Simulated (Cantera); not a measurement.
**Silicon oxide and oxynitride deposition: Si2H6 + O3**

A closed system holds: 1 mol Si2H6, 7.2 mol O3, equilibrated at 1450 °C and 22.0 mbar.

Equilibrium computed with Cantera from the NASA thermochemical tables; the gas is ideal and each condensed phase is pure. Candidate condensed phases: H2O, Si, SiO2; 18 gas species. The feed counts by its element totals alone. The tables hold silica as quartz up to 1696 K and as liquid above; real silica turns to tridymite and cristobalite and melts near 1996 K. The numbers say what is thermodynamically allowed, not how fast it happens.

x(O2): 0.707
x(H2O): 0.290
x(OH): 0.00254
x(O): 0.000322
x(H2): 5.91e-5
x(H): 9.45e-6
x(HO2): 1.27e-6
n(SiO2(condensed)): 2.00 mol
gas amount: 10.31 mol
log10 activity of Si(l) (absent): -16.52
